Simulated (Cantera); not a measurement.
Gas mixture: N₂ : O₂ = 0.31 : 0.54 (molar parts), at 1.40 bar, frozen composition.

Cantera's kinetic-theory transport with the Lennard-Jones parameters of GRI-Mech 3.0, ideal gas; thermal conductivity in the multicomponent form.

D: mixture-averaged diffusion coefficient of that species in the mixture.

```json
[
 {"T (K)": "400", "ρ (kg/m³)": "1.29", "cp (J/kg/K)": "976.6", "μ (µPa s)": "24.4", "λ (mW/m/K)": "33.5", "Pr": "0.712", "D (cm²/s) C₂H₂": "0.203", "D (cm²/s) CH₃": "0.273", "D (cm²/s) OH": "0.383"},
 {"T (K)": "600", "ρ (kg/m³)": "0.857", "cp (J/kg/K)": "1027", "μ (µPa s)": "32.4", "λ (mW/m/K)": "46.9", "Pr": "0.710", "D (cm²/s) C₂H₂": "0.413", "D (cm²/s) CH₃": "0.550", "D (cm²/s) OH": "0.763"},
 {"T (K)": "800", "ρ (kg/m³)": "0.643", "cp (J/kg/K)": "1077", "μ (µPa s)": "?", "λ (mW/m/K)": "?", "Pr": "0.709", "D (cm²/s) C₂H₂": "?", "D (cm²/s) CH₃": "?", "D (cm²/s) OH": "?"},
 {"T (K)": "1000", "ρ (kg/m³)": "0.514", "cp (J/kg/K)": "1117", "μ (µPa s)": "45.6", "λ (mW/m/K)": "71.8", "Pr": "0.709", "D (cm²/s) C₂H₂": "0.986", "D (cm²/s) CH₃": "1.30", "D (cm²/s) OH": "1.79"},
 {"T (K)": "1200", "ρ (kg/m³)": "0.429", "cp (J/kg/K)": "1144", "μ (µPa s)": "?", "λ (mW/m/K)": "?", "Pr": "0.708", "D (cm²/s) C₂H₂": "?", "D (cm²/s) CH₃": "?", "D (cm²/s) OH": "?"},
 {"T (K)": "1400", "ρ (kg/m³)": "0.367", "cp (J/kg/K)": "1166", "μ (µPa s)": "56.7", "λ (mW/m/K)": "93.5", "Pr": "0.708", "D (cm²/s) C₂H₂": "1.73", "D (cm²/s) CH₃": "2.29", "D (cm²/s) OH": "3.14"}
]
```

Question: Fill in the missing entries.

Answer: 
- 800, μ (µPa s): 39.4
- 800, λ (mW/m/K): 59.7
- 800, D (cm²/s) C₂H₂: 0.676
- 800, D (cm²/s) CH₃: 0.897
- 800, D (cm²/s) OH: 1.24
- 1200, μ (µPa s): 51.3
- 1200, λ (mW/m/K): 82.9
- 1200, D (cm²/s) C₂H₂: 1.34
- 1200, D (cm²/s) CH₃: 1.77
- 1200, D (cm²/s) OH: 2.43
